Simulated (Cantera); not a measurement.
Feed: 1 mol SiH4, 0.025 mol CH4, 3.7 mol H2, held at 2375 K and 0.00400 bar.

Equilibrium computed with Cantera from the NASA thermochemical tables; the gas is ideal and each condensed phase is pure. Candidate condensed phases: C, C6H6, C7H8, C8H18, Si, SiC; 87 gas species. Gases not in the tables: Si2H6 and higher silanes. Kinetics and transport are ignored.

Base state: H2 0.684, H 0.184, Si 0.126, Si2C 0.00256, SiH 0.00212, Si2 0.000784, SiC2 0.000342, SiH2 0.000123 (mole fractions); condensed: gas only.

What changes in the equilibrium state with this change: temperature from 2375 K to 1650 K?


```tsv
species	before	after
H2	0.684	0.998
H	0.184	0.00144
Si	0.126	6.70e-5
SiC2	0.000342	<1e-9
C2H2 (acetylene)	6.51e-5	7.02e-9
Si2C	0.00256	2.96e-7
Si2	0.000784	2.26e-7
Si(s), mol	0	0.975
SiC(s), mol	0	0.0250
```
Mutual solubility and eutectic melting of coexisting phases are not modelled.
